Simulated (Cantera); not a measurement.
Charge: 1 mol Cr, 1.6 mol N2O, held at 7.35 Torr.

Cantera equilibrium calculation (NASA polynomials, part measured and part estimated; ideal gas, pure solids and liquids). Candidate condensed phases: Cr, CrN, Cr2N, Cr2O3; 14 gas species. The numbers say what is thermodynamically allowed, not how fast it happens.

Problem. Which condensed phases are stable at each of these points (T (K)): 1298, 1398, 1498, 1598, 1698, 1798, 1898, 1998, 2098, 2198, 2298, 2398, 2498, 2598?

Solution. 
```json
[
 {"T (K)": "1298", "condensed phases": "Cr2O3(s)", "Cr condensed (%)": "100.0"},
 {"T (K)": "1398", "condensed phases": "Cr2O3(s)", "Cr condensed (%)": "100.0"},
 {"T (K)": "1498", "condensed phases": "Cr2O3(s)", "Cr condensed (%)": "100.0"},
 {"T (K)": "1598", "condensed phases": "Cr2O3(s)", "Cr condensed (%)": "100.0"},
 {"T (K)": "1698", "condensed phases": "Cr2O3(s)", "Cr condensed (%)": "100.0"},
 {"T (K)": "1798", "condensed phases": "Cr2O3(s)", "Cr condensed (%)": "100.0"},
 {"T (K)": "1898", "condensed phases": "Cr2O3(s)", "Cr condensed (%)": "100.0"},
 {"T (K)": "1998", "condensed phases": "Cr2O3(s)", "Cr condensed (%)": "99.9"},
 {"T (K)": "2098", "condensed phases": "Cr2O3(s)", "Cr condensed (%)": "99.7"},
 {"T (K)": "2198", "condensed phases": "Cr2O3(s)", "Cr condensed (%)": "99.1"},
 {"T (K)": "2298", "condensed phases": "Cr2O3(s)", "Cr condensed (%)": "96.7"},
 {"T (K)": "2398", "condensed phases": "Cr2O3(s)", "Cr condensed (%)": "87.7"},
 {"T (K)": "2498", "condensed phases": "Cr2O3(s)", "Cr condensed (%)": "48.0"},
 {"T (K)": "2598", "condensed phases": "gas only", "Cr condensed (%)": "0.0"}
]
```

From 1298 K to 2498 K the condensed part is Cr2O3(s). At 2598 K nothing is condensed.
